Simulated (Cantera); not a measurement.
A closed system holds: 1 mol C₃H₆, 0.031 mol O₂, 0.4 mol N₂, held at 1500 °C and 2.20 mbar.

Equilibrium computed with Cantera from the NASA thermochemical tables; the gas is ideal and each condensed phase is pure. Rates play no part.

| species | before | after |
|---|---|---|
| H₂ | 0.860 | 0.864 |
| N₂ | 0.114 | 0.115 |
| CO | 0.0179 | 0.0179 |
| H | 0.00563 | 0.000224 |
| CH₄ | 1.37e-6 | 0.000882 |
| NH₃ | 1.83e-8 | 1.18e-5 |
| C₂H₂ (acetylene) | 0.000120 | 0.000121 |
| HCN | 0.00168 | 0.00169 |
| HNC | 6.01e-5 | 6.04e-5 |
| C(graphite), mol | 2.93 | 2.93 |
Gas species are given as mole fractions.

### Question
What was changed between the two runs?
A) temperature from 1500 °C to 1100 °C
B) pressure from 2.20 mbar to 3.10 bar
C) pressure from 2.20 mbar to 10.0 mbar
D) pressure from 2.20 mbar to 1.40 bar

### Answer
D, pressure from 2.20 mbar to 1.40 bar
